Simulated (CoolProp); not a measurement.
The fluid at 467.29 K and 0.393 MPa (gas) is heated at constant pressure to 553 K. The same conditions are run with several fluids, on thermodynamics alone (safety and materials aside).

Values from CoolProp's reference Helmholtz-energy equation of state of each fluid (hexamethyldisiloxane (MM): Thol 2016; water: Wagner 2002; normal hydrogen: Leachman 2009; dimethyl carbonate: Zhou 2011).

```tsv
fluid	heat (kJ/kg)	final density (kg/m³)
hexamethyldisiloxane (MM)	178	?
water	?	1.56
normal hydrogen	?	0.172
dimethyl carbonate	147	?
```

Question: Fill in the missing entries.

Answer: 
- hexamethyldisiloxane (MM), final density (kg/m³): 14.8
- water, heat (kJ/kg): 177
- normal hydrogen, heat (kJ/kg): 1240
- dimethyl carbonate, final density (kg/m³): 7.93
